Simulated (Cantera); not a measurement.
Feed: 1 mol SiCl4, 2.6 mol HCl, 8 mol H2, at 1548 K and 13300 Pa.

Method: chemical equilibrium by Gibbs-energy minimisation in Cantera with the NASA 1993 tables (ideal gas, pure condensed phases). Candidate condensed phases: Si; 19 gas species. The tables' values for SiCl3 are old estimates; treat these amounts as uncertain. Rates play no part.

Base state: H2 0.588, HCl 0.331, SiCl2 0.0513, SiCl3 0.0149, SiCl4 0.0122, SiHCl3 0.00264, SiH2Cl2 9.33e-5, H 6.46e-5 (mole fractions); condensed: gas only.

**Question.** What changes in the equilibrium state with this change: pressure from 13300 Pa to 101000 Pa?

**Answer.** 
```json
[
 {"species": "H2", "before": "0.588", "after": "0.624"},
 {"species": "HCl", "before": "0.331", "after": "0.292"},
 {"species": "SiCl4", "before": "0.0122", "after": "0.0327"},
 {"species": "SiCl2", "before": "0.0513", "after": "0.0247"},
 {"species": "SiCl3", "before": "0.0149", "after": "0.0170"},
 {"species": "SiH2Cl2", "before": "9.33e-5", "after": "0.000363"},
 {"species": "SiHCl3", "before": "0.00264", "after": "0.00854"},
 {"species": "Cl", "before": "2.91e-5", "after": "9.04e-6"},
 {"species": "H", "before": "6.46e-5", "after": "2.42e-5"}
]
```

**Question.** What changes in the equilibrium state with this change: temperature from 1548 K to 500 K?

**Answer.** 
| species | before | after |
|---|---|---|
| H2 | 0.588 | 0.690 |
| HCl | 0.331 | 0.224 |
| SiCl4 | 0.0122 | 0.0862 |
| SiCl2 | 0.0513 | <1e-9 |
| SiCl3 | 0.0149 | <1e-9 |
| SiH2Cl2 | 9.33e-5 | <1e-9 |
| H | 6.46e-5 | <1e-9 |
| Cl | 2.91e-5 | <1e-9 |
| SiHCl3 | 0.00264 | 4.22e-7 |
